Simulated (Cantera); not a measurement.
A perfectly stirred reactor is fed with C2H6 : N2 = 1 : 120 (molar parts), at 0.143 Torr; it is held at 1725 K, and followed from long to short residence time.

Cantera simulation using GRI-Mech 3.0 (53 species, 325 reactions); the numbers are that mechanism's predictions, not measurements. GRI-Mech 3.0 stops at C3 and has no aromatics, soot or wall deposition, so with more carbon than oxygen in the feed, carbon stays in small species such as C2H2 where larger ones or solid carbon would form. Radical loss at walls, strong at low pressure, is not modelled.

What does this change do: pressure from 0.143 Torr to 750 Torr?


| quantity | before | after |
|---|---|---|
| x(C2H6) at τ = 20.0 s | 1.11e-5 | 4.60e-8 |
| x(HCN) at τ = 20.0 s | 0.000221 | 0.000112 |
| x(H) at τ = 20.0 s | 0.000435 | 2.44e-5 |
| x(CH2) at τ = 20.0 s | 6.41e-6 | 1.16e-8 |
| x(C2H) at τ = 20.0 s | 1.38e-6 | 7.67e-8 |
| x(C2H6) at τ = 0.170 s | 0.000967 | 4.51e-6 |
| x(HCN) at τ = 0.170 s | 1.95e-5 | 1.80e-5 |
| x(H) at τ = 0.170 s | 0.000725 | 3.36e-5 |
| x(CH2) at τ = 0.170 s | 3.25e-5 | 1.58e-7 |
| x(C2H) at τ = 0.170 s | 1.76e-6 | 1.11e-7 |

What does this change do: N2 120 to 14 parts?


| quantity | before | after |
|---|---|---|
| x(C2H6) at τ = 20.0 s | 1.11e-5 | 5.23e-5 |
| x(HCN) at τ = 20.0 s | 0.000221 | 0.000128 |
| x(H) at τ = 20.0 s | 0.000435 | 0.00122 |
| x(CH2) at τ = 20.0 s | 6.41e-6 | 1.11e-5 |
| x(C2H) at τ = 20.0 s | 1.38e-6 | 3.94e-6 |
| x(C2H6) at τ = 0.170 s | 0.000967 | 0.00486 |
| x(HCN) at τ = 0.170 s | 1.95e-5 | 1.11e-5 |
| x(H) at τ = 0.170 s | 0.000725 | 0.00164 |
| x(CH2) at τ = 0.170 s | 3.25e-5 | 6.74e-5 |
| x(C2H) at τ = 0.170 s | 1.76e-6 | 4.78e-6 |

What does this change do: pressure from 0.143 Torr to 0.0750 Torr?


```
quantity                  before     after
----------------------  --------  --------
x(C2H6) at τ = 20.0 s    1.11e-5   1.98e-5
x(HCN) at τ = 20.0 s    0.000221  0.000170
x(H) at τ = 20.0 s      0.000435  0.000478
x(CH2) at τ = 20.0 s     6.41e-6   8.64e-6
x(C2H) at τ = 20.0 s     1.38e-6   1.53e-6
x(C2H6) at τ = 0.170 s  0.000967   0.00164
x(HCN) at τ = 0.170 s    1.95e-5   1.15e-5
x(H) at τ = 0.170 s     0.000725  0.000687
x(CH2) at τ = 0.170 s    3.25e-5   3.38e-5
x(C2H) at τ = 0.170 s    1.76e-6   1.29e-6
```
